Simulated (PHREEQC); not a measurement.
1 kg of water holding 0.55 mol/kgw KHCO3, 0.064 mol/kgw K2CO3 and 0.0058 mol/kgw K2SO4 is evaporated at 30 °C; the solids stay in contact with the brine. The system is closed to CO2. The run lets Arcanite, Kalicinite, Misenite precipitate or redissolve, and no other solid.

Computed with PHREEQC (Pitzer model, pitzer.dat).

```
water left (kg)  ionic strength  water activity  Kalicinite (mol)  Arcanite (mol)  S in solution (mol/kgw)  K in solution (mol/kgw)  C in solution (mol/kgw)     pH
---------------  --------------  --------------  ----------------  --------------  -----------------------  -----------------------  -----------------------  -----
1                         0.761           0.980                 0               0                  0.00580                    0.690                    0.614   8.74
0.6755                     1.13           0.970                 0               0                  0.00859                     1.02                    0.909   8.67
0.4563                     1.67           0.957                 0               0                   0.0127                     1.51                     1.35   8.61
0.3082                     2.47           0.938                 0               0                   0.0188                     2.24                     1.99   8.55
0.2082                     3.65           0.911                 0               0                   0.0279                      ___                     2.95   8.52
0.1406                     4.35           0.899               ___               0                   0.0412                     3.85                      ___   8.68
0.095                      4.91           0.893             0.293               0                   0.0611                     4.17                      ___   8.92
0.06416                    5.75           0.883             0.390               0                   0.0904                     4.67                     3.49   9.20
0.04333                    6.93           0.865             0.455         0.00149                   0.0995                     5.35                     3.68   9.53
0.02928                    8.57           0.834             0.496         0.00405                   0.0599                     6.32                     4.01   9.93
0.01976                     ___           0.776             0.523         0.00526                   0.0274                     7.91                     4.61  10.44
0.01335                    15.3           0.668             0.538         0.00569                  0.00834                     10.5                     5.70  11.12
```

**Question.** Some entries are withheld; supply them.

**Answer.** 
- 0.2082, K in solution (mol/kgw): 3.31
- 0.1406, Kalicinite (mol): 0.148
- 0.1406, C in solution (mol/kgw): 3.31
- 0.095, C in solution (mol/kgw): 3.38
- 0.01976, ionic strength: 11.2
